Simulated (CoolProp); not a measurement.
Vapour-liquid equilibrium of carbon dioxide (1) + 1-butene (2) at -35.85 °C; x and y are mole fractions of (1).

Model: multi-fluid Helmholtz-energy mixture model, Span 1996 and Lemmon 2005; pair parameters Bell 2016, in CoolProp.

```tsv
x	bubble pressure (bar)	y at the bubble point	dew pressure at overall composition x (bar)	liquid density (mol/L)
0.05	1.036	0.745	0.2852	12.09
0.125	2.238	0.887	0.3096	12.65
0.2	3.430	0.929	0.3384	13.26
0.275	?	0.949	0.3730	13.91
0.35	5.545	0.961	0.4156	14.61
0.425	6.414	?	?	15.37
0.5	7.161	0.973	0.5380	16.20
0.575	7.814	0.977	0.6309	17.12
0.65	8.411	0.980	0.7626	18.13
0.725	8.992	0.984	0.9639	?
0.8	9.601	0.987	1.310	20.54
0.875	10.28	0.991	2.042	22.01
0.95	11.07	0.996	4.603	23.70
```

**Question.** Complete the blanks.

**Answer.** 
- 0.275, bubble pressure (bar): 4.546
- 0.425, y at the bubble point: 0.968
- 0.425, dew pressure at overall composition x (bar): 0.4689
- 0.725, liquid density (mol/L): 19.27

No azeotrope shows between x = 0.05 and 0.95.

The pair parameters rest on a limited set of measurements; away from them the model extrapolates.
